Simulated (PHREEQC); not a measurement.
Metal-bearing waste water: speciation

Consider water at 25 °C with 1.7e-05 mol CdCl2, 0.00082 mol CaCl2 and 0.0013 mol H2SO4 per kg of water. Closed to the air; pH follows from the charge balance.

All values are PHREEQC results (ion-association model, phreeqc.dat), not measurements.

```yaml
pH: 2.65
ionic_strength: 0.00574 mol/kgw
specific_conductance: 1160 µS/cm
total_alkalinity: -2.60 meq/kg
```

```csv
species,molality,activity,log γ
H+,0.00242,0.00225,-0.032
Cl-,0.00167,0.00154,-0.035
SO4-2,0.00104,0.000760,-0.138
Ca+2,0.000745,0.000544,-0.137
HSO4-,0.000180,0.000166,-0.035
CaSO4,7.34e-5,7.35e-5,0.001
Cd+2,1.33e-5,9.64e-6,-0.140
CdSO4,2.11e-6,2.11e-6,0.001
CdCl+,1.54e-6,1.42e-6,-0.035
CaHSO4+,1.18e-6,1.09e-6,-0.035
Cd(SO4)2-2,2.43e-8,1.76e-8,-0.140
CdCl2,9.11e-9,9.13e-9,0.001
```

Precipitation was switched off in this run. Species that the database lacks are ignored.
